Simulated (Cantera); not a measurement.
A freely propagating, adiabatic, planar premixed flame of C3H8 : O2 : N2 = 1 : 4.17 : 15.7 (molar parts), equivalence ratio 1.2, unburnt at 550 K and 1.01 bar; mixture-averaged transport, grid criteria slope 0.08 and curve 0.16, no radiation.

Cantera simulation using GRI-Mech 3.0 (53 species, 325 reactions); the numbers are that mechanism's predictions, not measurements. GRI-Mech 3.0 was tuned for natural gas; its chemistry of propane as a main component is partial and can be far from experiment. Burning velocities carry a grid error of a few per cent, more on coarse grids.

How do the results move with these cheaper or finer settings: unity-Lewis-number transport; multicomponent transport; multicomponent+Soret transport; grid criteria slope 0.5, curve 1; grid criteria slope 0.25, curve 0.5; grid criteria slope 0.03, curve 0.06?


| setting | laminar burning velocity | thermal thickness | peak x(H) | peak x(OH) | grid points |
|---|---|---|---|---|---|
| as above | 132 cm/s | 0.265 mm | 0.0139 | 0.00871 | 148 |
| unity-Lewis-number transport | 84.0 cm/s | 0.339 mm | 0.0156 | 0.00905 | 137 |
| multicomponent transport | 132 cm/s | 0.268 mm | 0.0139 | 0.00870 | 148 |
| multicomponent+Soret transport | 130 cm/s | 0.267 mm | 0.0139 | 0.00869 | 148 |
| grid criteria slope 0.5, curve 1 | 139 cm/s | 0.298 mm | 0.0144 | 0.00884 | 43 |
| grid criteria slope 0.25, curve 0.5 | 136 cm/s | 0.275 mm | 0.0142 | 0.00873 | 63 |
| grid criteria slope 0.03, curve 0.06 | 130 cm/s | 0.261 mm | 0.0137 | 0.00867 | 366 |
The base run took about 17 core-seconds (a rough figure).
Unity Lewis numbers drop preferential diffusion, which matters most where H2 and H carry the flame; Soret adds thermal diffusion.
